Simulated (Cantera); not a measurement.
Charge: 1 mol SiH2Cl2, 0.38 mol NH3, 68 mol H2, at 1148 K and 58000 Pa.

Method: chemical equilibrium by Gibbs-energy minimisation in Cantera with the NASA 1993 tables (ideal gas, pure condensed phases). Candidate condensed phases: NH4Cl, Si, Si3N4; 28 gas species. Mutual solubility and eutectic melting of coexisting phases are not modelled. The tables' values for SiCl3 are old estimates; treat these amounts as uncertain. The numbers say what is thermodynamically allowed, not how fast it happens.

Base state: H2 0.981, HCl 0.0142, SiHCl3 0.00202, SiCl4 0.00146, SiCl2 0.000450, SiH2Cl2 0.000352, SiCl3 0.000244, SiH3Cl 1.65e-5 (mole fractions); condensed: Si(s) + Si3N4(s).

What changes in the equilibrium state with this change: temperature from 1148 K to 1873.15 K?


```
species          before    after
-------------  --------  -------
H2                0.981    0.970
HCl              0.0142   0.0247
N2              9.09e-9  0.00268
SiCl2          0.000450  0.00176
SiCl              <1e-9  1.66e-5
Si                <1e-9  1.52e-5
Cl              1.19e-9  1.61e-5
SiH2            3.90e-9  4.76e-5
Si(s), mol        0.395        0
Si3N4(s), mol    0.0950        0
Si(l), mol            0    0.868
```
The tables' values for SiCl, SiCl3 are old estimates; treat these amounts as uncertain. Gases not in the tables: Si2H6 and higher silanes.

What changes in the equilibrium state with this change: H2 from 68 to 0.11 mol?


```csv
species,before,after
H2,0.981,0.720
SiCl4,0.00146,0.165
SiHCl3,0.00202,0.0600
HCl,0.0142,0.0396
SiCl3,0.000244,0.00845
SiCl2,0.000450,0.00478
SiH2Cl2,0.000352,0.00274
"Si(s), mol",0.395,0.191
"Si3N4(s), mol",0.0950,0.0950
```
